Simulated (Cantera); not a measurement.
A closed system holds: 1 mol MgO, 0.74 mol H₂S, 31 mol N₂, held at 1025 K and 0.420 bar.

Cantera equilibrium calculation (NASA polynomials, part measured and part estimated; ideal gas, pure solids and liquids). Candidate condensed phases: H₂O, H₂SO₄, Mg, MgO, Mg(OH)₂, MgS, MgSO₄, S; 43 gas species. Mutual solubility and eutectic melting of coexisting phases are not modelled. Gases not in the tables: S₃ to S₇. Kinetics and transport are ignored.

Base state: N₂ 0.974, H₂S 0.0174, H₂ 0.00509, S₂ 0.00254, H₂O 0.000798 (mole fractions); condensed: MgO(s) + MgS(s).

Task: What changes in the equilibrium state with this change: MgO replaced by Fe₂O₃?

Result: 
| species | before | after |
|---|---|---|
| N₂ | 0.974 | 0.971 |
| H₂O | 0.000798 | 0.0227 |
| SO₂ | 2.56e-8 | 0.00509 |
| H₂S | 0.0174 | 0.000316 |
| S₂O | 8.40e-8 | 1.07e-5 |
| H₂ | 0.00509 | 0.000213 |
| S₂ | 0.00254 | 0.000479 |
| MgO(s), mol | 0.975 | 0 |
| MgS(s), mol | 0.0254 | 0 |
| FeS(s), mol | 0 | 0.536 |
| Fe₃O₄(s), mol | 0 | 0.488 |
FeS: taken at fixed stoichiometry. Further candidate phases: Fe, FeO, Fe(OH)₂, Fe(OH)₃, FeS, FeSO₄, FeS₂, Fe₂O₃, Fe₂(SO₄)₃, Fe₃O₄.
